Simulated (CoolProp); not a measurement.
Saturation properties of CH3F (R41) (Tc = 317.3 K, pc = 5.906 MPa, ω = 0.200).

Model: reference Helmholtz-energy equation of state, Lemmon 2006, in CoolProp. It is a short technical equation, of lower accuracy than the large ones.

| T (K) | p (MPa) | vapour density (kg/m³) | enthalpy of vaporisation (kJ/kg) | liquid cp (kJ/(kg K)) |
|---|---|---|---|---|
| 173.3 | 0.02625 | 0.6317 | 515.8 | 2.058 |
| 182.8 | ? | 1.148 | 503.8 | 2.060 |
| 192.3 | 0.08814 | 1.953 | 491.1 | 2.068 |
| 201.8 | 0.1469 | 3.148 | ? | 2.084 |
| 211.3 | 0.2326 | ? | 463.5 | 2.106 |
| 220.8 | 0.3528 | 7.205 | 448.2 | 2.138 |
| 230.3 | 0.5158 | 10.38 | 431.7 | ? |
| 239.8 | 0.7304 | 14.59 | ? | 2.236 |
| 249.3 | 1.006 | 20.10 | 393.9 | 2.309 |
| 258.8 | 1.354 | 27.29 | 371.9 | 2.407 |
| 268.2 | 1.780 | 36.57 | 347.3 | 2.539 |

Question: What belongs in the gaps?

Answer: 
- 182.8, p (MPa): 0.04983
- 201.8, enthalpy of vaporisation (kJ/kg): 477.7
- 211.3, vapour density (kg/m³): 4.851
- 230.3, liquid cp (kJ/(kg K)): 2.180
- 239.8, enthalpy of vaporisation (kJ/kg): 413.7

It boils at 194.8 K under 1 atm.
